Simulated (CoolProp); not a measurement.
Vapour pressure (MPa) of isohexane: the reference equation beside estimates from Tc = 497.7 K, pc = 3.043 MPa, ω = 0.280. Clausius-Clapeyron is anchored at 352.2 K with a constant enthalpy of vaporisation of 26.60 kJ/mol.

The numbers come from the reference Helmholtz-energy equation of state, Lemmon 2006 in CoolProp. It is a short technical equation, of lower accuracy than the large ones.

```tsv
T (K)	reference	Lee-Kesler	Clausius-Clapeyron	van der Waals	Redlich-Kwong	Soave-Redlich-Kwong	Peng-Robinson
291.1	0.02091	0.02033	0.02643	0.2278	0.04742	0.02057	0.02118
303.3	0.03479	0.03408	0.04112	0.2890	0.07322	0.03433	0.03502
315.5	0.05525	0.05452	0.06183	0.3605	0.1085	0.05474	0.05539
327.8	0.08458	0.08399	0.09047	0.4437	0.1556	0.08410	0.08454
340	0.1246	0.1243	0.1284	0.5380	0.2158	0.1243	0.1243
352.2	0.1779	0.1783	0.1779	0.6446	0.2914	0.1781	0.1773
364.5	0.2479	0.2491	0.2417	0.7651	0.3852	0.2490	0.2471
376.7	0.3364	0.3386	0.3212	0.8982	0.4977	0.3389	0.3355
389	0.4479	0.4513	0.4202	1.046	0.6326	0.4526	0.4472
401.2	0.5838	0.5884	0.5396	1.208	0.7897	0.5915	0.5838
413.4	0.7485	0.7540	0.6828	1.385	0.9716	0.7600	0.7498
```

Absolute difference from the reference over all 11 rows, mean and median: Lee-Kesler 1.0 and 0.7 %, Clausius-Clapeyron 8.7 and 7.0 %, van der Waals 363.0 and 262.3 %, Redlich-Kwong 69.5 and 63.8 %, Soave-Redlich-Kwong 0.9 and 0.9 %, Peng-Robinson 0.3 and 0.3 %.
